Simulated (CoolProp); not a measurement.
Properties of CH2F2 (R32) along the isotherm 210.3 K.

Model: reference Helmholtz-energy equation of state, Tillner-Roth 1997, in CoolProp.

```tsv
p (MPa)	phase	isothermal compressibility (1/MPa)	viscosity (µPa s)
1.45	liquid	0.001239	358
2.89	liquid	0.001217	362
4.34	liquid	0.001196	366
5.78	liquid	___	370
7.23	liquid	0.001156	375
8.67	liquid	___	379
10.1	liquid	0.001119	383
11.6	liquid	0.001101	___
13	liquid	___	392
14.5	liquid	0.001068	___
```

Some entries are withheld; supply them.


- 5.78, isothermal compressibility (1/MPa): 0.001175
- 8.67, isothermal compressibility (1/MPa): 0.001137
- 11.6, viscosity (µPa s): 387
- 13, isothermal compressibility (1/MPa): 0.001085
- 14.5, viscosity (µPa s): 396

Viscosity comes from a separate model (Bell 2016), an estimate that may be off by 10 % or more.
